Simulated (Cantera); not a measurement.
Equilibrium for silicon nitride deposition: SiH2Cl2 + N2

Charge: 1 mol SiH2Cl2, 2.1 mol N2, held at 1375 K.

Method: chemical equilibrium by Gibbs-energy minimisation in Cantera with the NASA 1993 tables (ideal gas, pure condensed phases). Candidate condensed phases: NH4Cl, Si, Si3N4; 28 gas species. N2 is the only nitrogen source here; it is nearly inert below about 1500 K, so the nitride shown seldom forms there in practice. The tables' values for SiCl3, SiCl are old estimates; treat these amounts as uncertain. Rates play no part.

```tsv
P (Pa)	x N2	x HCl	x H2	x SiCl2	x SiCl4	x SiCl3	n Si3N4(s)
5	0.482	0.188	0.166	0.161	0.000284	0.00315	0.123
36	0.470	0.271	0.134	0.112	0.00367	0.00947	0.178
260	0.464	0.331	0.117	0.0518	0.0209	0.0153	0.229
1900	0.466	0.343	0.121	0.0143	0.0439	0.0117	0.253
14000	0.471	0.327	0.132	0.00312	0.0589	0.00633	0.255
100000	0.477	0.303	0.145	0.000654	0.0688	0.00313	0.250
```
x: gas mole fraction; n: condensed amount in mol.

From 0.0375 Torr to 750 Torr the condensed part is Si3N4(s). The main Si-bearing gas is SiCl2 at 0.0375 Torr and SiCl4 at 750 Torr. The share of Si in condensed phases is highest at 105 Torr (76.4 %) and lowest at 0.0375 Torr (36.9 %).
